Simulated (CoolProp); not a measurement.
Vapour-liquid equilibrium of R143a (1) + R1234yf (2) at -32.05 °C; x and y are mole fractions of (1).

The numbers come from the multi-fluid Helmholtz-energy mixture model, Lemmon and Jacobsen 2000 and Lemmon 2022; pair parameters Bell 2016 in CoolProp.

| x | bubble pressure (MPa) | y at the bubble point | dew pressure at overall composition x (MPa) | liquid density (mol/L) |
|---|---|---|---|---|
| 0.05 | 0.09658 | 0.109 | 0.09308 | 11.23 |
| 0.125 | 0.1057 | 0.245 | 0.09759 | 11.37 |
| 0.2 | 0.1144 | 0.358 | 0.1025 | 11.52 |
| 0.275 | 0.1229 | 0.453 | 0.1079 | 11.67 |
| 0.35 | 0.1311 | 0.536 | 0.1138 | 11.83 |
| 0.425 | 0.1392 | 0.609 | 0.1203 | 11.99 |
| 0.5 | 0.1471 | 0.675 | 0.1274 | 12.15 |
| 0.575 | 0.1548 | 0.734 | 0.1353 | 12.32 |
| 0.65 | 0.1625 | 0.788 | 0.1440 | 12.49 |
| 0.725 | 0.1701 | 0.839 | 0.1536 | 12.67 |
| 0.8 | 0.1776 | 0.886 | 0.1642 | 12.85 |
| 0.875 | 0.1852 | 0.931 | 0.1758 | 13.04 |
| 0.95 | 0.1927 | 0.973 | 0.1886 | 13.24 |

No azeotrope shows between x = 0.05 and 0.95.

Pair parameters are fitted to limited data, so mixtures are less certain than the pure fluids.
